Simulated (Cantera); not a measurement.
Cantera run, input and output.

```python
import numpy as np
import cantera as ct

gas = ct.Solution("gri30.yaml")
gas.TPX = 1650, 100000, {'CH3OH': 1, 'O2': 3, 'N2': 11.3}
reactor = ct.IdealGasConstPressureReactor(gas, energy="on", clone=False)
net = ct.ReactorNet([reactor])
net.rtol, net.atol = 1e-08, 1e-16
show = ['CH3OH', 'O2', 'NO', 'N2O', 'OH']
times = np.geomspace(2e-06, 0.4, 12)

steps = ct.SolutionArray(gas, extra=["t"])
rows = []
print(f"{'t/s':>10s}{'T/K':>9s}{'P/Pa':>11s}" + "".join(f"{s:>11s}" for s in show))
for t in times:
    while net.time < t:
        t_next = net.step()
        steps.append(gas.state, t=t_next)
    rows.append([np.interp(t, steps.t, y) for y in (steps.T, steps.P, *steps(*show).X.T)])
    print(f"{t:10.3e}{rows[-1][0]:9.1f}{rows[-1][1]:11.4g}" + "".join(f"{x:11.3e}" for x in rows[-1][2:]))
rate = np.gradient(steps.T, steps.t)
print("integrator steps:", len(steps.t))
if steps.T.max() > steps.T[0] + 200:
    print(f"time of steepest temperature rise: {steps.t[rate.argmax()]:.4e} s")
gas.TPX = 1650, 100000, {'CH3OH': 1, 'O2': 3, 'N2': 11.3}
gas.equilibrate("HP")
print(f"equilibrium (HP): T = {gas.T:.1f} K  " + "  ".join(f"{s} {gas[s].X[0]:.3e}" for s in show))
```

Output:

```
       t/s      T/K       P/Pa      CH3OH         O2         NO        N2O         OH
 2.000e-06   1649.9      1e+05  6.526e-02  1.960e-01  2.510e-13  6.028e-11  2.373e-06
 6.067e-06   1649.9      1e+05  6.500e-02  1.958e-01  1.084e-12  6.978e-10  3.020e-06
 1.840e-05   1651.0      1e+05  6.371e-02  1.949e-01  5.556e-12  7.454e-09  9.535e-06
 5.582e-05   1693.1      1e+05  4.748e-02  1.845e-01  9.848e-11  8.617e-08  8.091e-05
 1.693e-04   2312.9      1e+05  5.026e-18  9.384e-02  6.507e-05  3.208e-07  1.910e-02
 5.136e-04   2524.5      1e+05  9.921e-19  9.305e-02  5.439e-04  6.352e-07  1.493e-02
 1.558e-03   2539.3      1e+05  8.930e-19  9.231e-02  1.950e-03  6.779e-07  1.426e-02
 4.725e-03   2534.6      1e+05  8.691e-19  9.060e-02  5.563e-03  6.878e-07  1.400e-02
 1.433e-02   2526.7      1e+05  8.302e-19  8.775e-02  1.156e-02  7.287e-07  1.357e-02
 4.347e-02   2522.9      1e+05  8.121e-19  8.640e-02  1.441e-02  7.578e-07  1.337e-02
 1.319e-01   2522.8      1e+05  8.116e-19  8.635e-02  1.450e-02  7.588e-07  1.336e-02
 4.000e-01   2522.8      1e+05  8.116e-19  8.635e-02  1.450e-02  7.588e-07  1.336e-02
integrator steps: 1637
time of steepest temperature rise: 9.1709e-05 s
equilibrium (HP): T = 2522.8 K  CH3OH 8.364e-19  O2 8.635e-02  NO 1.450e-02  N2O 7.588e-07  OH 1.336e-02
```

Model: GRI-Mech 3.0 (53 species, 325 reactions), integrated in Cantera. GRI-Mech 3.0 was tuned for natural gas; its chemistry of methanol as a main component is partial and can be far from experiment.
